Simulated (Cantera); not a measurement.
A closed system holds: 1 mol Cu2O, 0.84 mol C, 3.4 mol H2, held at 1 atm.

Cantera equilibrium calculation (NASA polynomials, part measured and part estimated; ideal gas, pure solids and liquids). Candidate condensed phases: C, C6H6, C7H8, C8H18, Cu, CuO, Cu(OH)2, Cu2O, H2O; 113 gas species. The numbers say what is thermodynamically allowed, not how fast it happens. All values below are at 1150 °C.

Base state: H2 0.768, CO 0.194, H2O 0.0340, CO2 0.00379, CH4 3.13e-5 (mole fractions); condensed: Cu(l).

Problem. What changes in the equilibrium state with this change: C from 0.84 to 0.56 mol?

Solution. 
```csv
species,before,after
H2,0.768,0.755
CO,0.194,0.133
H2O,0.0340,0.103
CH4,3.13e-5,6.73e-6
CO2,0.00379,0.00803
"Cu(l), mol",2.00,2.00
```
